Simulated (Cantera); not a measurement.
An adiabatic, constant-volume homogeneous reactor starts with CH4 : O2 : N2 = 1 : 6.06 : 22.8 (molar parts), at 1373 K and 1.00 atm.

Model: GRI-Mech 3.0 (53 species, 325 reactions), integrated in Cantera.

**Question.** Predict: time of steepest temperature rise; temperature at 0.600 s; equilibrium temperature; x(O2) at 0.600 s; x(NO) at 0.600 s; x(N2O) at 0.600 s.

**Answer.** 
| Property | Value |
|---|---|
| time of steepest temperature rise | 2.80 ms |
| temperature at 0.600 s | 2228 K |
| equilibrium temperature | 2228 K |
| x(O2) at 0.600 s | 0.130 (gas-phase equilibrium 0.130) |
| x(NO) at 0.600 s | 0.0103 (gas-phase equilibrium 0.0104) |
| x(N2O) at 0.600 s | 7.27e-7 (gas-phase equilibrium 7.27e-7) |
